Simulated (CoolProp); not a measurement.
Vapour-liquid equilibrium of R125 (1) + R143a (2) at 1.49 MPa; x and y are mole fractions of (1).

Values from CoolProp's multi-fluid Helmholtz-energy mixture model, Lemmon 2005 and Lemmon and Jacobsen 2000; pair parameters Lemmon 2004.

```tsv
x	bubble temperature, mixture model (K)	bubble temperature, Raoult's law (K)	y, mixture model	y, Raoult's law
0.05	304.6	304.5	0.051	0.054
0.15	304.5	304.1	0.153	0.162
0.25	304.4	303.7	0.256	0.267
0.35	304.1	303.4	0.360	0.371
0.45	303.8	303.0	0.463	0.472
0.55	303.5	302.7	0.566	0.572
0.65	303.1	302.3	0.667	0.670
0.75	302.6	302.0	0.766	0.766
0.85	302.0	301.6	0.862	0.861
0.95	301.5	301.3	0.955	0.954
```

The largest gap from Raoult's law is +0.8 K in bubble temperature, at x = 0.45. No azeotrope shows between x = 0.05 and 0.95.

Pair parameters are fitted to limited data, so mixtures are less certain than the pure fluids.
